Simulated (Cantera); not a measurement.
Input (Python, Cantera) and output of one run.

```python
import numpy as np
import cantera as ct

gas_names = """
    AL ALN ALO ALO2 AL2 AL2O AL2O2 N NO NO2 NO3 N2 N2O O O2 O3 Si SiN SiO SiO2 Si2 Si2N Si3
""".split()
cond_names = """
    AL(cr) AL(L) ALN(s) AL2O3(a) AL2O3(L) AL2SiO5(an) AL6Si2O13(s) Si(cr) Si(L) SiO2(Lqz) SiO2(hqz)
    SiO2(L) Si2N2O(s) Si3N4(a)
""".split()


def load(file, names, dense=False):
    # The tables refer to 1 bar. Condensed volumes are neglected.
    table = {s.name: s for s in ct.Species.list_from_file(file)}
    out = []
    for n in names:
        d = dict(table[n].input_data)
        d["thermo"] = dict(d["thermo"], **{"reference-pressure": 1e5})
        if dense:
            d["equation-of-state"] = {"model": "constant-volume", "density": "1e6 g/cm^3"}
        out.append(ct.Species.from_dict(d))
    return out


gas = ct.Solution(thermo="ideal-gas", species=load("nasa_gas.yaml", gas_names))
cond = {s.name: ct.Solution(thermo="fixed-stoichiometry", species=[s], name=s.name)
        for s in load("nasa_condensed.yaml", cond_names, dense=True)}
atoms = {
    'SiO2': {'Si': 1, 'O': 2},
    'Al2O3': {'AL': 2, 'O': 3},
    'N2': {'N': 2},
}
top_T = {'ALN(s)': 2750, 'AL2SiO5(an)': 2000, 'AL6Si2O13(s)': 2100, 'Si2N2O(s)': 2100, 'Si3N4(a)': 2400}  # K; cautious upper limits of use, not melting points


def equilibrate(T, P, feed):
    n = {}
    for name, mol in feed.items():
        for a, k in atoms[name].items():
            n[a] = n.get(a, 0.0) + k * mol
    gas.TPX = T, P, n
    mass = sum(n.values()) * gas.mean_molecular_weight
    gas.equilibrate("TP")
    valid = [c for c in cond.values() if c.min_temp <= T <= top_T.get(c.name, c.max_temp)]
    mix = ct.Mixture([(gas, mass / gas.mean_molecular_weight)] + [(c, 0.0) for c in valid])
    mix.T, mix.P = T, P
    mix.equilibrate("TP", solver="vcs", rtol=1e-11, max_steps=5000)
    return mix


results = []
feed = {'SiO2': 1, 'Al2O3': 0.23, 'N2': 1.9}  # mol
T = 1625  # K
P = 1000  # Pa
mix = equilibrate(T, P, feed)
results.append((T, P, feed, dict(zip(mix.species_names, mix.species_moles))))
print(gas.report(threshold=1e-06))
for i in range(1, mix.n_phases):
    print(f"{mix.phase(i).name:16s} {mix.phase_moles(i):12.5e} mol")
```

It prints:

```
       temperature   1625 K
          pressure   1000 Pa
           density   0.0020734 kg/m^3
  mean mol. weight   28.014 kg/kmol
   phase of matter   gas

                          1 kg             1 kmol
                     ---------------   ---------------
          enthalpy        1.5256e+06        4.2739e+07  J
   internal energy        1.0433e+06        2.9228e+07  J
           entropy             10100        2.8294e+05  J/K
    Gibbs function       -1.4887e+07       -4.1704e+08  J
 heat capacity c_p            1254.5             35144  J/K
 heat capacity c_v            957.71             26829  J/K

                      mass frac. Y      mole frac. X     chem. pot. / RT
                     ---------------   ---------------   ---------------
                NO        1.5039e-06        1.4041e-06           -39.994
                N2                 1                 1           -30.867
               SiO        2.5126e-06        1.5967e-06           -54.313
     [  +20 minor]        1.2753e-07        1.3033e-07

AL(L)             0.00000e+00 mol
ALN(s)            0.00000e+00 mol
AL2O3(a)          0.00000e+00 mol
AL2SiO5(an)       0.00000e+00 mol
AL6Si2O13(s)      7.66667e-02 mol
Si(cr)            0.00000e+00 mol
SiO2(hqz)         8.46664e-01 mol
Si2N2O(s)         0.00000e+00 mol
Si3N4(a)          0.00000e+00 mol
```

Equilibrium computed with Cantera from the NASA thermochemical tables; the gas is ideal and each condensed phase is pure. Mutual solubility and eutectic melting of coexisting phases are not modelled. The tables hold silica as quartz up to 1696 K and as liquid above; real silica turns to tridymite and cristobalite and melts near 1996 K. Condensed phases not in the tables: alloys, solid solutions and most ternary compounds.
